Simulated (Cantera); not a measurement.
Gas activation for diamond growth

An isothermal, constant-pressure homogeneous reactor starts with 0.368 % CH₄, 99.4 % H₂, 0.278 % CO₂, at 2775 K and 100.0 Torr.

Cantera simulation using GRI-Mech 3.0 (53 species, 325 reactions); the numbers are that mechanism's predictions, not measurements.

```
t (s)        x CH₄   x H₂     x CO₂  x H₂O₂     x H₂O    x C₂H₆    x CH₂
--------  --------  -----  --------  ------  --------  --------  -------
2.00e-5    0.00337  0.990   0.00268  <1e-12   9.19e-5   1.06e-8  2.58e-6
5.87e-5    0.00300  0.982   0.00207  <1e-12  0.000687   3.47e-8  1.31e-5
0.000172   0.00213  0.963  0.000285  <1e-12   0.00242   5.29e-8  5.32e-5
0.000505  0.000622  0.939   1.10e-6  <1e-12   0.00255   8.27e-9  5.86e-5
0.00148    9.16e-5  0.913   1.06e-6  <1e-12   0.00212  2.45e-10  2.08e-5
0.00435    2.56e-5  0.872   7.08e-7  <1e-12   0.00103  2.57e-11  1.45e-5
0.0128     4.13e-6  0.824   9.21e-8  <1e-12  0.000106    <1e-12  5.14e-6
0.0374     1.10e-6  0.809  2.55e-10  <1e-12   2.84e-7    <1e-12  1.69e-6
0.110      1.08e-6  0.809  5.01e-11  <1e-12   5.57e-8    <1e-12  1.66e-6
0.322      1.08e-6  0.809  5.01e-11  <1e-12   5.57e-8    <1e-12  1.66e-6
0.945      1.08e-6  0.809  5.01e-11  <1e-12   5.57e-8    <1e-12  1.66e-6
2.77       1.08e-6  0.809  5.01e-11  <1e-12   5.57e-8    <1e-12  1.66e-6
8.13       1.08e-6  0.809  5.01e-11  <1e-12   5.57e-8    <1e-12  1.66e-6
23.9       1.08e-6  0.809  5.01e-11  <1e-12   5.57e-8    <1e-12  1.66e-6
70.0       1.08e-6  0.809  5.01e-11  <1e-12   5.57e-8    <1e-12  1.66e-6
```
x: mole fraction; the columns are a selection and need not sum to one.

Equilibrium at this temperature and pressure: CH₄ 1.10e-6, H₂ 0.809, CO₂ 5.09e-11, H₂O₂ <1e-12, H₂O 5.67e-8, C₂H₆ <1e-12, CH₂ 1.69e-6 (gas phase only).
